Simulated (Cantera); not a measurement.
A diamond (100) surface in a fixed gas of H2 with x(CH4) = 0.0068, x(H) = 0.0077, x(CH3) = 0.00056, 11000 Pa; coverages are run to steady state.

Computed with Cantera and the Harris–Goodwin 1993 mechanism for the reconstructed diamond (100) surface.

One state of this run: growth (µm/h) = 17.2; θ c6HH = 0.335; θ c6H* = 0.0595; θ c6*H = 0.543; θ c6** = 0.0597; θ c6HM = 0.000456. θ: site fractions in the mechanism's names (c6HH fully hydrogenated, c6H* and c6*H radical sites, c6** diradical, c6HM methylated).

Task: Which value of T (K) does it belong to?
A) 1400
B) 1300
C) 1050
D) 1000

Result: A, 1400
